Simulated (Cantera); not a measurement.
A closed system holds: 1 mol FeCl3, 0.39 mol H2, 63 mol N2, equilibrated at 950 K.

Cantera equilibrium calculation (NASA polynomials, part measured and part estimated; ideal gas, pure solids and liquids). Candidate condensed phases: Fe, FeCl2, FeCl3, NH4Cl; 18 gas species. The numbers say what is thermodynamically allowed, not how fast it happens.

x: gas mole fraction; n: condensed amount in mol.

```
P (Pa)   x N2  x FeCl2   x HCl   x FeCl3  x Cl  n FeCl2(s)
------  -----  -------  ------  --------  ----  ----------
0.100   0.970   0.0153  0.0120  0.000135   [?]           0
0.560   0.970   0.0149  0.0120  0.000475   [?]           0
3.20    0.971   0.0142  0.0120   0.00119   [?]           0
18      0.972   0.0133  0.0120   0.00217   [?]           0
100     0.972   0.0125  0.0120   0.00297   [?]           0
560     0.972   0.0121  0.0120   0.00330   [?]           0
3200    0.973   0.0118  0.0120   0.00337   [?]           0
18000   0.973   0.0109  0.0120   0.00338   [?]           0
100000  0.974  0.00821  0.0121   0.00330   [?]     0.00404
```

Question: Some entries are withheld; supply them.

Answer: 
- 0.100, x Cl: 0.00276
- 0.560, x Cl: 0.00178
- 3.20, x Cl: 0.000821
- 18, x Cl: 0.000285
- 100, x Cl: 7.45e-5
- 560, x Cl: 1.52e-5
- 3200, x Cl: 2.79e-6
- 18000, x Cl: 5.41e-7
- 100000, x Cl: 1.26e-7
